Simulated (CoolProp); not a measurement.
Vapour-liquid equilibrium of R134a (1) + methanol (2) at 0.365 MPa; x and y are mole fractions of (1).

Computed with CoolProp (multi-fluid Helmholtz-energy mixture model, Tillner-Roth 1994 and de Reuck 1993; pair parameters Bell 2016).

```tsv
x	bubble temperature (°C)	y at the bubble point	dew temperature at overall composition x (°C)	liquid density (mol/L)
0.05	66.6	0.697	99.3	22.39
0.2	30.9	0.939	93.9	21.00
0.35	22.8	0.962	87.6	19.07
0.5	18.9	0.971	80.1	17.26
0.65	15.6	0.978	70.3	15.63
0.8	11.9	0.987	56.3	14.19
0.95	7.7	0.996	27.2	12.89
```

No azeotrope shows between x = 0.05 and 0.95.

The pair parameters rest on a limited set of measurements; away from them the model extrapolates. With so large a gap from Raoult's law the liquid may split in two, which this calculation doesn't test in full.
